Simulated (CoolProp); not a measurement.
Properties of carbonyl sulfide along the isobar 0.101 MPa.

The numbers come from the reference Helmholtz-energy equation of state, Lemmon 2006 in CoolProp. It is a short technical equation, of lower accuracy than the large ones.

```csv
T (K),phase,density (kg/m³),cp (kJ/(kg K)),speed of sound (m/s),Joule-Thomson coefficient (K/MPa)
189.1,liquid,1244,1.163,1193,-0.4797
206.1,liquid,1210,1.168,1113,-0.4586
240.3,gas,3.105,0.6601,203.3,36.19
257.3,gas,2.887,0.6713,210.2,29.80
274.4,gas,2.698,0.6836,216.8,25.00
291.5,gas,2.534,0.6962,223.1,21.32
308.5,gas,2.389,0.7085,229.2,18.45
325.6,gas,2.260,0.7205,235.2,16.14
342.7,gas,2.145,0.7321,240.9,14.27
359.7,gas,2.042,0.7431,246.5,12.73
376.8,gas,1.947,0.7536,252.0,11.44
393.9,gas,1.861,0.7635,257.4,10.35
410.9,gas,1.783,0.7730,262.6,9.428
428,gas,1.711,0.7820,267.8,8.625
445.1,gas,1.645,0.7907,272.8,7.927
```
